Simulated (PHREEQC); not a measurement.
Consider water at 25 °C with 0.022 mol/kgw TMAH and 0.059 mol/kgw NaHF2. Closed to the air; pH follows from the charge balance.

All values are PHREEQC results (ion-association model, wateq4f.dat), not measurements.

Each row changes one thing in this solution. This is a speciation only: nothing precipitates in the calculation.

```csv
case,pH,ionic strength (mol/kgw),F- (mol/kgw),HF (mol/kgw),NaF (mol/kgw)
as made,3.51,0.0799,0.0726,0.0258,0.00146
NaHF2 from 0.059 to 0.0649 mol/kgw,3.48,0.0856,0.0769,?,0.00168
NaHF2 from 0.059 to 0.295 mol/kgw,3.25,0.302,0.208,0.110,0.0152
NaHF2 from 0.059 to 0.0885 mol/kgw,?,0.108,?,0.0416,0.00264
diluted 10-fold with water,3.54,0.00839,0.00829,0.00323,2.31e-5
TMAH from 0.022 to 0.22 mol/kgw,13.04,0.277,0.116,1.01e-11,0.00178
temperature from 25 to 45 °C,?,0.0799,?,0.0266,0.00142
```

Task: Complete the blanks.

Result: 
- NaHF2 from 0.059 to 0.0649 mol/kgw, HF (mol/kgw): 0.0292
- NaHF2 from 0.059 to 0.0885 mol/kgw, pH: 3.39
- NaHF2 from 0.059 to 0.0885 mol/kgw, F- (mol/kgw): 0.0931
- temperature from 25 to 45 °C, pH: 3.65
- temperature from 25 to 45 °C, F- (mol/kgw): 0.0716

Species that the database lacks are ignored. (CH3)4N+ isn't in the database: it is added as a free cation with an ion size of 4 Å. Away from 25 °C the constants follow the database's enthalpies or fits; those with neither stay at their 25 °C values.
